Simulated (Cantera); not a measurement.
Transport properties of process gases

Gas mixture: NO = 0.14 (molar parts), at 230000 Pa, frozen composition.

Cantera's kinetic-theory transport with the Lennard-Jones parameters of GRI-Mech 3.0, ideal gas; thermal conductivity in the multicomponent form. The composition is frozen, though it would react at the higher temperatures.

| T (K) | ρ (kg/m³) | cp (J/kg/K) | μ (µPa s) | λ (mW/m/K) | Pr | D (cm²/s) O | D (cm²/s) H | D (cm²/s) NH₃ |
|---|---|---|---|---|---|---|---|---|
| 400 | 2.08 | 998.6 | 23.1 | 32.5 | 0.711 | 0.232 | 0.895 | 0.166 |
| 650 | 1.28 | 1054 | 32.3 | 48.1 | 0.708 | 0.529 | 2.06 | 0.403 |
| 900 | 0.922 | 1114 | 40.1 | 63.1 | 0.707 | 0.912 | 3.58 | 0.713 |
| 1150 | 0.722 | 1153 | 47.0 | 76.7 | 0.707 | 1.37 | 5.39 | 1.09 |
| 1400 | 0.593 | 1181 | 53.4 | 89.3 | 0.707 | 1.90 | 7.48 | 1.52 |
| 1650 | 0.503 | 1202 | 59.4 | 101 | 0.706 | 2.49 | 9.83 | 2.00 |
| 1900 | 0.437 | 1219 | 65.1 | 112 | 0.706 | 3.15 | 12.4 | 2.53 |
| 2150 | 0.386 | 1231 | 70.5 | 123 | 0.706 | 3.87 | 15.2 | 3.12 |
D: mixture-averaged diffusion coefficient of that species in the mixture.
